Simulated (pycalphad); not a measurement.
Source of the numbers: pycalphad with the COST 507 light-alloy database (1999); pressure 1 atm. The data set is of 1999 and partly superseded. Amounts are mole fractions of atoms. Kinetics are ignored, which matters at the lower temperatures.

Q: Give the equilibrium state of Al-0.1147Si-0.1248C (wt.%) at 377 °C.

A: FCC_A1, fraction 0.994, with 0.07 Si, <0.01 C wt.%; AL8SIC7, fraction 0.006, with 8.6 Si, 25.6 C wt.%.

Q: Give the equilibrium state of Al-0.1147Si-0.1248C (wt.%) at 227 °C.

A: FCC_A1, fraction 0.993, with 0.01 Si, <0.01 C wt.%; AL8SIC7, fraction 0.006, with 8.6 Si, 25.6 C wt.%; DIAMOND_A4, fraction 0.001, with >99.99 Si, <0.01 C wt.%.

Database names, with the compositions (at.%) that they take in these runs: AL8SIC7: Al 50 C 44 Si 6. FCC_A1 is fcc; DIAMOND_A4 is diamond (Si).
